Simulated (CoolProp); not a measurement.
Vapour-liquid equilibrium of ethylene (1) + propylene (2) at 0.29 MPa; x and y are mole fractions of (1).

The numbers come from the multi-fluid Helmholtz-energy mixture model, Smukala 2000 and Lemmon 2013; pair parameters Bell 2016 in CoolProp.

Problem. Give the bubble temperature and the first vapour's composition at x = 0.125, 0.275, 0.95. Is there an azeotrope?

Solution. x = 0.125: -40.8 °C, y = 0.567; x = 0.275: -55.9 °C, y = 0.813; x = 0.95: -82.4 °C, y = 0.996. No azeotrope shows between x = 0.05 and 0.95.

Pair parameters are fitted to limited data, so mixtures are less certain than the pure fluids. The gap from Raoult's law changes sign with composition, which may be real or a fault of the pair parameters; it wasn't checked against measurements.
